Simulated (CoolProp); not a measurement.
Vapour-liquid equilibrium of cyclohexane (1) + n-dodecane (2) at 443.4 K; x and y are mole fractions of (1).

Computed with CoolProp (multi-fluid Helmholtz-energy mixture model, Zhou 2014 and Lemmon 2004; pair parameters Bell 2016).

```csv
x,bubble pressure (MPa),y at the bubble point,dew pressure at overall composition x (MPa),liquid density (mol/L)
0.05,0.05632,0.494,0.03084,3.826
0.2,0.1455,0.827,0.03643,4.162
0.35,0.2475,0.913,0.04444,4.554
0.5,0.3623,0.952,0.05692,5.015
0.65,0.4885,0.974,0.07903,5.565
0.8,0.6238,0.988,0.1291,6.229
0.95,0.7654,0.997,0.3530,7.040
```

No azeotrope shows between x = 0.05 and 0.95.

The pair parameters rest on a limited set of measurements; away from them the model extrapolates.
